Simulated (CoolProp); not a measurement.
Vapour-liquid equilibrium of R125 (1) + R1234yf (2) at 11.7 kPa; x and y are mole fractions of (1).

The numbers come from the multi-fluid Helmholtz-energy mixture model, Lemmon 2005 and Lemmon 2022; pair parameters Bell 2023 in CoolProp.

| x | bubble temperature (K) | y at the bubble point | dew temperature at overall composition x (K) | liquid density (mol/L) |
|---|---|---|---|---|
| 0.05 | 202.6 | 0.127 | 203.4 | 12.08 |
| 0.125 | 200.9 | 0.283 | 202.7 | 12.20 |
| 0.2 | 199.4 | 0.409 | 201.9 | 12.31 |
| 0.275 | 198.1 | 0.513 | 201.0 | 12.43 |
| 0.35 | 196.8 | 0.600 | 200.1 | 12.54 |
| 0.425 | 195.7 | 0.673 | 199.2 | 12.66 |
| 0.5 | 194.7 | 0.736 | 198.2 | 12.77 |
| 0.575 | 193.7 | ___ | 197.2 | 12.89 |
| 0.65 | 192.8 | 0.838 | 196.1 | 13.01 |
| 0.725 | 192.0 | 0.881 | 194.8 | 13.14 |
| 0.8 | 191.2 | 0.918 | ___ | 13.27 |
| 0.875 | 190.4 | 0.952 | 192.1 | 13.40 |
| 0.95 | 189.7 | 0.982 | 190.5 | ___ |

Q: Fill in the missing entries.

A: 
- 0.575, y at the bubble point: 0.791
- 0.8, dew temperature at overall composition x (K): 193.5
- 0.95, liquid density (mol/L): 13.54

No azeotrope shows between x = 0.05 and 0.95.

Pair parameters are fitted to limited data, so mixtures are less certain than the pure fluids.
